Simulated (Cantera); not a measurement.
Ignition delay

Mixture: 35.3 % H₂, 13.6 % O₂, 51.1 % N₂, equivalence ratio 1.3, at 23.7 atm, adiabatic and at constant volume. Ignition delay is the time to a rise of 400 K.

Cantera simulation using the H2/O2 subset of GRI-Mech 3.0, which has no nitrogen chemistry; the numbers are that mechanism's predictions, not measurements. The hydrogen kinetics of GRI-Mech 3.0 are dated; newer H2 mechanisms differ, most at raised pressure. The pressure lies above the range GRI-Mech 3.0 was tuned for (to about 10 atm).

| T0 (K) | delay (ms) |
|---|---|
| 1000 | 4.53 |
| 1075 | 0.972 |
| 1150 | 0.242 |
| 1225 | 0.0639 |
| 1300 | 0.0159 |
| 1375 | 0.00335 |
| 1450 | 0.00117 |

```yaml
apparent activation energy between 1300 and 1450 K: 270 kJ/mol
```
